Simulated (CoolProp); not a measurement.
Saturation properties of carbon dioxide (Tc = 304.1 K, pc = 7.377 MPa, ω = 0.224).

Model: reference Helmholtz-energy equation of state, Span 1996, in CoolProp.

```
T (K)  p (MPa)  enthalpy of vaporisation (kJ/kg)  vapour viscosity (µPa s)  liquid conductivity (mW/(m K))
-----  -------  --------------------------------  ------------------------  ------------------------------
233.6    1.021                               [?]                      11.8                             156
240.2      [?]                             309.3                      12.1                             148
246.7    1.606                             296.3                      12.5                             140
253.2    1.973                             282.3                      12.9                             133
259.8    2.405                             267.0                      13.4                             125
266.3    2.894                               [?]                      13.9                             117
272.9    3.462                             231.6                      14.5                             109
279.4    4.098                             210.7                      15.3                             102
285.9    4.817                               [?]                      16.2                            93.9
292.5    5.642                             155.5                      17.7                            86.0
```

Question: Fill in the missing entries.

Answer: 
- 233.6, enthalpy of vaporisation (kJ/kg): 321.6
- 240.2, p (MPa): 1.291
- 266.3, enthalpy of vaporisation (kJ/kg): 250.4
- 285.9, enthalpy of vaporisation (kJ/kg): 186.3

Viscosity comes from a separate model (Laesecke 2017). Thermal conductivity comes from a separate model (Huber 2016).
